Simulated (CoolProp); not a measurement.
CH2F2 (R32) at several states: density (kg/m³) from the reference equation and from simpler models built on Tc = 351.3 K, pc = 5.783 MPa, ω = 0.277; each cubic takes its own stable root.

Model: reference Helmholtz-energy equation of state, Tillner-Roth 1997, in CoolProp.

```json
[
 {"T (K)": "312.7", "p (MPa)": "1.99", "phase": "gas", "reference": "52.56", "van der Waals": "47.20", "Redlich-Kwong": "49.17", "Soave-Redlich-Kwong": "49.96", "Peng-Robinson": "50.87"},
 {"T (K)": "229.9", "p (MPa)": "5.14", "phase": "liquid", "reference": "1199", "van der Waals": "624.7", "Redlich-Kwong": "904.5", "Soave-Redlich-Kwong": "936.8", "Peng-Robinson": "1057"},
 {"T (K)": "375.3", "p (MPa)": "0.0105", "phase": "gas", "reference": "0.1752", "van der Waals": "0.1751", "Redlich-Kwong": "0.1751", "Soave-Redlich-Kwong": "0.1751", "Peng-Robinson": "0.1752"},
 {"T (K)": "316.8", "p (MPa)": "9.03", "phase": "liquid", "reference": "929.4", "van der Waals": "518.8", "Redlich-Kwong": "687.1", "Soave-Redlich-Kwong": "711.1", "Peng-Robinson": "801.1"}
]
```
